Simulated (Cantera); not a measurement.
A freely propagating, adiabatic, planar premixed flame of H2 : O2 : N2 : H2O = 1 : 0.312 : 1.5 : 0.75 (molar parts), equivalence ratio 1.6, unburnt at 623 K and 360000 Pa; mixture-averaged transport, grid criteria slope 0.08 and curve 0.16, no radiation.

Computed with Cantera and the H2/O2 subset of GRI-Mech 3.0, which has no nitrogen chemistry. The hydrogen kinetics of GRI-Mech 3.0 are dated; newer H2 mechanisms differ, most at raised pressure. Burning velocities carry a grid error of a few per cent, more on coarse grids.

**Question.** How do the results move with these cheaper or finer settings: unity-Lewis-number transport; multicomponent transport; multicomponent+Soret transport; grid criteria slope 0.5, curve 1; grid criteria slope 0.25, curve 0.5; grid criteria slope 0.03, curve 0.06?

**Answer.** 
```csv
setting,laminar burning velocity,thermal thickness,peak x(O),peak x(HO2),grid points
as above,349 cm/s,0.0878 mm,0.000918,0.000842,109
unity-Lewis-number transport,242 cm/s,0.0888 mm,0.000810,0.000522,106
multicomponent transport,351 cm/s,0.0881 mm,0.000916,0.000836,109
multicomponent+Soret transport,336 cm/s,0.0873 mm,0.000932,0.000841,109
"grid criteria slope 0.5, curve 1",389 cm/s,0.110 mm,0.000880,0.000707,39
"grid criteria slope 0.25, curve 0.5",362 cm/s,0.0957 mm,0.000933,0.000815,48
"grid criteria slope 0.03, curve 0.06",346 cm/s,0.0858 mm,0.000904,0.000847,241
```
Unity Lewis numbers drop preferential diffusion, which matters most where H2 and H carry the flame; Soret adds thermal diffusion.
